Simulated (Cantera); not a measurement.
Cantera with NASA thermochemical tables; ideal gases at 1 bar, condensed phases pure. Values are per mole of reaction as written; species without (g) are pure solids or liquids, kept so even where they would boil at 1 bar.

Problem. Between 473 and 648 K, where is each reaction favourable under standard conditions?
- 12 OH(g) + P4O10 → 4 PH3(g) + 11 O2(g)

Solution. 
- 12 OH(g) + P4O10 → 4 PH3(g) + 11 O2(g): ΔG° is 2250 kJ at 473 K and 2147 kJ at 648 K; it stays positive (K < 1). ΔH° is 2517 kJ and ΔS° 571 J/K at 648 K.
